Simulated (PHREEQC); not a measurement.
## Spent oxide etchant: an equilibrium model

Consider water at 25 °C with 0.1 mol HF, 0.0022 mol (NH4)2SiF6, 0.0013 mol H3BO3 and 0.0029 mol H2SO4 per kg of water. It is in equilibrium with CO2 at log p = -3.5 (atm). Otherwise closed; pH follows from the charge balance.

Model: ion-association model, phreeqc.dat, run in PHREEQC.

This is a speciation only: nothing precipitates in the calculation.

Q: Estimate the pH.

A: pH 1.93.

Q: In which forms is N present?

A: NH4+ 99 %, NH4SO4- 1.2 % of the N.

Species that the database lacks are ignored. SiF6-2 is the database's only silicon fluoride. Real BF4- forms and hydrolyses slowly; the run takes it at equilibrium.
